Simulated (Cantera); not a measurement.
A perfectly stirred reactor is fed with 27.0 % H2, 73.0 % O2, equivalence ratio 0.18, at 0.0158 atm; it is held at 1175 K, and followed from long to short residence time.

Model: GRI-Mech 3.0 (53 species, 325 reactions), integrated in Cantera. Radical loss at walls, strong at low pressure, is not modelled. The temperature is held fixed by assumption; the heat of reaction is taken as removed at once.

**Question.** Predict: x(H2) at τ = 0.570 s; x(O2) at τ = 0.570 s; x(H2O2) at τ = 0.570 s; x(H2O) at τ = 0.570 s; x(HO2) at τ = 0.570 s; x(H2) at τ = 8.50 ms; x(O2) at τ = 8.50 ms; x(H2O2) at τ = 8.50 ms; x(H2O) at τ = 8.50 ms; x(HO2) at τ = 8.50 ms.

**Answer.** 
| Item | Result |
|---|---|
| x(H2) at τ = 0.570 s | 0.00120 |
| x(O2) at τ = 0.570 s | 0.684 |
| x(H2O2) at τ = 0.570 s | 5.87e-7 |
| x(H2O) at τ = 0.570 s | 0.308 |
| x(HO2) at τ = 0.570 s | 8.81e-6 |
| x(H2) at τ = 8.50 ms | 0.0144 |
| x(O2) at τ = 8.50 ms | 0.646 |
| x(H2O2) at τ = 8.50 ms | 6.95e-7 |
| x(H2O) at τ = 8.50 ms | 0.258 |
| x(HO2) at τ = 8.50 ms | 1.44e-5 |
